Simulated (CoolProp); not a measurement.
Properties of propylene at several states (Tc = 364.2 K, pc = 45.55 bar, ω = 0.146).

Computed with CoolProp (reference Helmholtz-energy equation of state, Lemmon 2013).

```json
[
 {"T (K)": "278.6", "p (bar)": "8.36", "phase": "liquid", "density (kg/m³)": "538.3", "Joule-Thomson coefficient (K/MPa)": "[?]", "isothermal compressibility (1/MPa)": "0.004401", "viscosity (µPa s)": "115", "conductivity (mW/(m K))": "[?]"},
 {"T (K)": "296.3", "p (bar)": "4.36", "phase": "gas", "density (kg/m³)": "[?]", "Joule-Thomson coefficient (K/MPa)": "18.56", "isothermal compressibility (1/MPa)": "2.467", "viscosity (µPa s)": "8.52", "conductivity (mW/(m K))": "17.1"},
 {"T (K)": "361.8", "p (bar)": "50", "phase": "liquid", "density (kg/m³)": "354.7", "Joule-Thomson coefficient (K/MPa)": "3.013", "isothermal compressibility (1/MPa)": "0.09978", "viscosity (µPa s)": "47.0", "conductivity (mW/(m K))": "[?]"},
 {"T (K)": "237.5", "p (bar)": "58.5", "phase": "liquid", "density (kg/m³)": "[?]", "Joule-Thomson coefficient (K/MPa)": "-0.3945", "isothermal compressibility (1/MPa)": "0.001959", "viscosity (µPa s)": "[?]", "conductivity (mW/(m K))": "[?]"},
 {"T (K)": "351.4", "p (bar)": "2.86", "phase": "gas", "density (kg/m³)": "4.223", "Joule-Thomson coefficient (K/MPa)": "10.77", "isothermal compressibility (1/MPa)": "3.586", "viscosity (µPa s)": "10.1", "conductivity (mW/(m K))": "23.1"},
 {"T (K)": "168", "p (bar)": "1.51", "phase": "liquid", "density (kg/m³)": "677.5", "Joule-Thomson coefficient (K/MPa)": "-0.5148", "isothermal compressibility (1/MPa)": "0.0009400", "viscosity (µPa s)": "430", "conductivity (mW/(m K))": "168"}
]
```

Fill in the missing entries.


- 278.6, Joule-Thomson coefficient (K/MPa): -0.1428
- 278.6, conductivity (mW/(m K)): 121
- 296.3, density (kg/m³): 7.975
- 361.8, conductivity (mW/(m K)): 79.8
- 237.5, density (kg/m³): 602.1
- 237.5, viscosity (µPa s): 181
- 237.5, conductivity (mW/(m K)): 143

Viscosity comes from a separate model (Huber 2003), an estimate that may be off by 10 % or more. Thermal conductivity comes from a separate model (Huber 2003), an estimate that may be off by 10 % or more.
